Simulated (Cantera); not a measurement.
**Hydrocarbon pyrolysis for carbon deposition**

A perfectly stirred reactor is fed with 35.7 % C3H8, 64.3 % H2, at 760 Torr; it is held at 1025 K, and followed from long to short residence time.

Model: GRI-Mech 3.0 (53 species, 325 reactions), integrated in Cantera. GRI-Mech 3.0 was tuned for natural gas; its chemistry of propane as a main component is partial and can be far from experiment. GRI-Mech 3.0 stops at C3 and has no aromatics, soot or wall deposition, so with more carbon than oxygen in the feed, carbon stays in small species such as C2H2 where larger ones or solid carbon would form.

| τ (s) | x C3H8 | x H2 | x C2H2 | x C2H | x CH4 | x CH2 | x C2H4 |
|---|---|---|---|---|---|---|---|
| 9.6 | 0.0241 | 0.421 | 0.00102 | <1e-12 | 0.292 | <1e-12 | 0.167 |
| 1.9 | 0.0763 | 0.476 | 0.000543 | <1e-12 | 0.226 | <1e-12 | 0.161 |
| 0.38 | 0.182 | 0.551 | 0.000149 | <1e-12 | 0.133 | <1e-12 | 0.116 |
| 0.074 | 0.294 | 0.612 | 1.54e-5 | <1e-12 | 0.0469 | 2.54e-12 | 0.0454 |
| 0.015 | 0.342 | 0.636 | 8.22e-7 | <1e-12 | 0.0112 | 3.53e-12 | 0.0112 |
| 0.0029 | 0.354 | 0.642 | 2.70e-8 | <1e-12 | 0.00204 | 3.16e-12 | 0.00206 |
| 0.00058 | 0.357 | 0.643 | 4.36e-10 | <1e-12 | 0.000259 | 1.27e-12 | 0.000262 |
x: mole fraction; the columns are a selection and need not sum to one.
